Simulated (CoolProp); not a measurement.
Decamethyltetrasiloxane (MD2M) along the isobar 0.301 MPa: fugacity coefficient from the reference equation and from simpler models built on Tc = 326.2 °C, pc = 1.144 MPa, ω = 0.635; each cubic takes its own stable root.

Model: reference Helmholtz-energy equation of state, Thol 2017, in CoolProp.

```json
[
 {"T (°C)": "8.65", "phase": "liquid", "reference": "4.476e-5"},
 {"T (°C)": "27.15", "phase": "liquid", "reference": "0.0002158"},
 {"T (°C)": "45.65", "phase": "liquid", "reference": "0.0008240"},
 {"T (°C)": "64.25", "phase": "liquid", "reference": "0.002615"},
 {"T (°C)": "82.75", "phase": "liquid", "reference": "0.007046"},
 {"T (°C)": "101.25", "phase": "liquid", "reference": "0.01666"},
 {"T (°C)": "119.85", "phase": "liquid", "reference": "0.03542"},
 {"T (°C)": "138.35", "phase": "liquid", "reference": "0.06831"},
 {"T (°C)": "156.85", "phase": "liquid", "reference": "0.1217"},
 {"T (°C)": "175.35", "phase": "liquid", "reference": "0.2023"},
 {"T (°C)": "193.95", "phase": "liquid", "reference": "0.3177"},
 {"T (°C)": "212.45", "phase": "liquid", "reference": "0.4724"},
 {"T (°C)": "230.95", "phase": "liquid", "reference": "0.6709"},
 {"T (°C)": "249.55", "phase": "gas", "reference": "0.8620"},
 {"T (°C)": "268.05", "phase": "gas", "reference": "0.8784"},
 {"T (°C)": "286.55", "phase": "gas", "reference": "0.8925"}
]
```

Question: How far does each simpler model (van der Waals, Redlich-Kwong, Soave-Redlich-Kwong, Peng-Robinson) lie from the reference over these 16 states: mean and median of the absolute difference, and the worst?

Answer: 
- van der Waals: mean 15594.9 %, median 653.3 %, worst +161070.7 % at 8.65 °C and 0.301 MPa
- Redlich-Kwong: mean 1183.5 %, median 253.8 %, worst +8157.4 % at 8.65 °C and 0.301 MPa
- Soave-Redlich-Kwong: mean 5.2 %, median 1.1 %, worst +30.5 % at 8.65 °C and 0.301 MPa
- Peng-Robinson: mean 12.9 %, median 2.8 %, worst +67.3 % at 8.65 °C and 0.301 MPa

At some of these states van der Waals, Redlich-Kwong gives the other phase, because its saturation line lies elsewhere.
